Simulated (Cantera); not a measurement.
A closed system holds: 1 mol LiOH, 0.89 mol H₂, 0.062 mol H₂O, held at 1675 °C.

Equilibrium computed with Cantera from the NASA thermochemical tables; the gas is ideal and each condensed phase is pure. Candidate condensed phases: H₂O, Li, LiH, LiOH, Li₂O; 17 gas species. Rates play no part.

At 14.0 mbar, list the 6 most abundant gas species with their mole fractions, and the condensed phases.

H₂ 0.347, LiOH 0.324, H₂O 0.176, Li 0.143, H 0.00563, Li₂O 0.00322. Condensed: gas only.
